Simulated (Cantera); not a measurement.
Hydrogen reduction and annealing atmospheres: PbS + H2 + N2

Input: 1 mol PbS, a varied amount of H2, 13 mol N2, at 0.133 bar.

These are equilibrium values from Cantera (NASA tables, ideal gas, pure condensed phases), not measurements of a reactor. Candidate condensed phases: Pb, PbS, S; 18 gas species. Mutual solubility and eutectic melting of coexisting phases are not modelled. Equilibrium is a limit: real reactors are often held back by kinetics, nucleation or transport.

Problem. Map the stable condensed phases over T = 750, 850, 950, 1050, 1150, 1250, 1350, 1450, 1550, 1650, 1750, 1850, 1950, 2050 K and n(H2) in mol = 2.4, 7.8, 25, 80, 250, 810, 2600.

Solution. 
```
T in K \ n(H2) in mol
          2.4  7.8   25   80  250  810 2600
   2050     A    A    A    A    A    A    A
   1950     A    A    A    A    A    A    A
   1850     A    A    A    A    A    A    A
   1750     A    A    A    A    A    A    A
   1650     A    A    A    A    A    A    A
   1550     A    A    A    A    A    A    A
   1450     A    A    A    A    A    A    A
   1350     A    A    A    A    A    A    A
   1250     A    B    A    A    A    A    A
   1150     C    C    B    B    B    A    A
   1050     C    C    C    B    B    B    B
    950     C    C    C    C    B    B    B
    850     C    C    C    C    C    B    B
    750     C    C    C    C    C    C    B
```
A: gas only; B: Pb; C: Pb + PbS.
